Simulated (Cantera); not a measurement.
# Silicon nitride deposition: trisilylamine + N2 + H2

Feed: 1 mol trisilylamine, 96 mol N2, 4.3 mol H2, at 1773.15 K.

Equilibrium computed with Cantera from the NASA thermochemical tables; the gas is ideal and each condensed phase is pure. Candidate condensed phases: Si, Si3N4; 18 gas species. The feed counts by its element totals alone. The tables' values for SiN are old estimates; treat these amounts as uncertain. The numbers say what is thermodynamically allowed, not how fast it happens.

At 5.00e-5 bar nothing is condensed. From 0.000170 bar to 0.00210 bar the condensed part is Si(l). From 0.00710 bar to 1.00 bar the condensed part is Si3N4(s). The main Si-bearing gas is Si throughout.

```
P (Pa)   x N2    x H2      x Si       x H    x Si2N     x Si2    x SiN  n Si(l)  n Si3N4(s)
------  -----  ------  --------  --------  --------  --------  -------  -------  ----------
5       0.886  0.0753    0.0270    0.0111   9.03e-5   9.49e-5  8.62e-5        0           0
17      0.902  0.0791    0.0126   0.00615  0.000124   6.99e-5  7.46e-5     1.60           0
59      0.911  0.0814   0.00362   0.00335   6.67e-5   2.01e-5  4.03e-5     2.59           0
210     0.915  0.0825   0.00102   0.00179   3.54e-5   5.66e-6  2.14e-5     2.88           0
710     0.914  0.0846  0.000274  0.000983   1.60e-5   1.39e-6  1.06e-5        0       0.989
2400    0.915  0.0849   3.60e-5  0.000536   1.71e-6   8.09e-8  2.56e-6        0       0.998
8400    0.915  0.0850   4.46e-6  0.000287   1.72e-7   4.35e-9  5.93e-7        0       1.000
29000   0.915  0.0851   5.65e-7  0.000154   1.78e-8  2.41e-10  1.40e-7        0       1.000
100000  0.915  0.0851   7.18e-8   8.31e-5   1.84e-9  1.34e-11  3.30e-8        0       1.000
```
x: gas mole fraction; n: condensed amount in mol.
